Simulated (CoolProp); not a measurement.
The fluid at 293.15 K and 0.487 MPa is throttled through a valve to 0.146 MPa with no heat exchange. The same conditions are run with several fluids, on thermodynamics alone (safety and materials aside).

Computed with CoolProp (reference Helmholtz-energy equation of state of each fluid (cyclohexane: Zhou 2014; dodecamethylpentasiloxane (MD3M): Thol 2019; isohexane: Lemmon 2006; methanol: de Reuck 1993; cis-2-butene: Lemmon 2005)).

```
fluid                             temperature change (K)  final phase  final density (kg/m³)
--------------------------------  ----------------------  -----------  ---------------------
cyclohexane                                         +0.2       liquid                    ___
dodecamethylpentasiloxane (MD3M)                    +0.2       liquid                    ___
isohexane                                           +0.1       liquid                    ___
methanol                                            +0.1       liquid                    ___
cis-2-butene                                         ___          ___                   89.1
```

**Question.** What belongs in the gaps?

**Answer.** 
- cyclohexane, final density (kg/m³): 779
- dodecamethylpentasiloxane (MD3M), final density (kg/m³): 875
- isohexane, final density (kg/m³): 653
- methanol, final density (kg/m³): 791
- cis-2-butene, temperature change (K): -6.3
- cis-2-butene, final phase: two-phase, vapour fraction 0.035
